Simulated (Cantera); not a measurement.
A freely propagating, adiabatic, planar premixed flame of CH4 : O2 : N2 = 1 : 2.27 : 9.55 (molar parts), unburnt at 650 K and 683 Torr; multicomponent transport, grid criteria slope 0.08 and curve 0.16, no radiation.

Detailed kinetics in Cantera: GRI-Mech 3.0 (53 species, 325 reactions). Burning velocities carry a grid error of a few per cent, more on coarse grids.

x: mole fraction of selected species; z is measured from the peak of heat release.

| z (mm) | T (K) | u (m/s) | x CH4 | x O2 | x H2 | x CH2O | x CH2 | x NO2 |
|---|---|---|---|---|---|---|---|---|
| -1.22 | 650 | 1.25 | 0.0779 | 0.177 | 0.000688 | 1.35e-7 | <1e-8 | <1e-8 |
| -0.814 | 652 | 1.25 | 0.0777 | 0.177 | 0.00197 | 2.09e-6 | <1e-8 | <1e-8 |
| -0.611 | 658 | 1.26 | 0.0772 | 0.176 | 0.00354 | 1.20e-5 | <1e-8 | <1e-8 |
| -0.407 | 698 | 1.35 | 0.0746 | 0.173 | 0.00667 | 9.79e-5 | <1e-8 | 1.79e-8 |
| -0.204 | 989 | 1.93 | 0.0560 | 0.149 | 0.0123 | 0.000666 | 2.32e-7 | 2.69e-8 |
| -0.102 | 1340 | 2.64 | 0.0319 | 0.115 | 0.0154 | 0.000982 | 7.41e-6 | 1.41e-8 |
| 0 | ? | 3.36 | ? | ? | 0.0155 | ? | ? | <1e-8 |
| 0.102 | 1842 | 3.65 | 0.000594 | 0.0475 | 0.0115 | 0.000101 | 1.00e-5 | <1e-8 |
| 0.204 | 1886 | 3.72 | 2.30e-5 | 0.0388 | 0.00929 | 4.72e-6 | 4.86e-7 | <1e-8 |
| 0.407 | 1939 | 3.81 | 5.06e-8 | 0.0338 | 0.00863 | 1.15e-8 | <1e-8 | <1e-8 |
| 0.814 | 2006 | 3.92 | <1e-8 | 0.0308 | 0.00771 | <1e-8 | <1e-8 | <1e-8 |
| 1.63 | 2081 | 4.05 | <1e-8 | 0.0283 | 0.00597 | <1e-8 | <1e-8 | <1e-8 |
| 3.26 | 2149 | 4.16 | <1e-8 | ? | ? | <1e-8 | <1e-8 | ? |

Q: Complete the blanks.

A: 
- 0, T (K): 1694
- 0, x CH4: 0.00788
- 0, x O2: 0.0725
- 0, x CH2O: 0.000655
- 0, x CH2: 4.09e-5
- 3.26, x O2: 0.0258
- 3.26, x H2: 0.00409
- 3.26, x NO2: 1.18e-8
